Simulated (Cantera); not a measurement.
**Transport properties of process gases**

Gas mixture: C2H2 : CH3OH = 0.35 : 0.15 (molar parts), at 0.0133 bar, frozen composition.

Cantera's kinetic-theory transport with the Lennard-Jones parameters of GRI-Mech 3.0, ideal gas; thermal conductivity in the mixture-averaged form. Polar gases are described roughly by these parameters. The composition is frozen, though it would react at the higher temperatures.

| T (K) | ρ (kg/m³) | cp (J/kg/K) | μ (µPa s) | λ (mW/m/K) | Pr | D (cm²/s) H | D (cm²/s) NH3 | D (cm²/s) H2O |
|---|---|---|---|---|---|---|---|---|
| 400 | 0.0112 | 1818 | 13.4 | 33.3 | 0.734 | 118 | 21.5 | 22.2 |
| 600 | 0.00744 | 2187 | 19.2 | 56.7 | 0.739 | 246 | 46.9 | 48.9 |
| 800 | 0.00558 | 2455 | 24.2 | 80.1 | 0.741 | 407 | 80.0 | 83.9 |
| 1000 | 0.00446 | 2674 | 28.6 | 103 | 0.745 | 597 | 120 | 126 |
| 1200 | 0.00372 | 2848 | 32.7 | 125 | 0.747 | 814 | 165 | 174 |
| 1400 | 0.00319 | 2989 | 36.5 | 146 | 0.748 | 1060 | 216 | 229 |
| 1600 | 0.00279 | 3101 | 40.1 | 166 | 0.747 | 1320 | 272 | 288 |
| 1800 | 0.00248 | 3191 | 43.4 | 186 | 0.747 | 1610 | 333 | 353 |
D: mixture-averaged diffusion coefficient of that species in the mixture.
